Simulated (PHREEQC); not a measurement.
## Reverse-osmosis permeate

Model water analysis in mg/kgw, 25 °C, pH 7.37, pe 11.2:

```json
[
 {"constituent": "Na", "mg/kgw": "0.389"},
 {"constituent": "K", "mg/kgw": "0.0457"},
 {"constituent": "Ca", "mg/kgw": "4.14"},
 {"constituent": "Mg", "mg/kgw": "0.0334"},
 {"constituent": "Cl", "mg/kgw": "1.63"},
 {"constituent": "S(6) as SO4", "mg/kgw": "3.05"},
 {"constituent": "Alkalinity as HCO3", "mg/kgw": "7.24"},
 {"constituent": "Ba", "mg/kgw": "0.0143"}
]
```

Cl is adjusted to close the charge balance.
Valence states are taken as typed.

The numbers come from PHREEQC with the ion-association model, wateq4f.dat.

| Quantity | Result |
|---|---|
| ionic strength | 0.000362 mol/kgw |

```json
[
 {"species": "HCO3-", "molality": "0.000118", "activity": "0.000116", "log γ": "-0.009"},
 {"species": "Ca+2", "molality": "0.000103", "activity": "9.41e-5", "log γ": "-0.038"},
 {"species": "Cl-", "molality": "4.55e-5", "activity": "4.45e-5", "log γ": "-0.009"},
 {"species": "SO4-2", "molality": "3.12e-5", "activity": "2.86e-5", "log γ": "-0.038"},
 {"species": "Na+", "molality": "1.69e-5", "activity": "1.65e-5", "log γ": "-0.009"},
 {"species": "CO2", "molality": "1.11e-5", "activity": "1.11e-5", "log γ": "0.000"},
 {"species": "Mg+2", "molality": "1.36e-6", "activity": "1.25e-6", "log γ": "-0.037"},
 {"species": "K+", "molality": "1.17e-6", "activity": "1.14e-6", "log γ": "-0.009"},
 {"species": "CaSO4", "molality": "5.37e-7", "activity": "5.37e-7", "log γ": "0.000"},
 {"species": "OH-", "molality": "2.40e-7", "activity": "2.35e-7", "log γ": "-0.009"},
 {"species": "CaHCO3+", "molality": "1.42e-7", "activity": "1.39e-7", "log γ": "-0.009"},
 {"species": "CO3-2", "molality": "1.38e-7", "activity": "1.27e-7", "log γ": "-0.038"},
 {"species": "Ba+2", "molality": "1.03e-7", "activity": "9.41e-8", "log γ": "-0.038"}
]
```

This is a speciation only: nothing precipitates in the calculation.
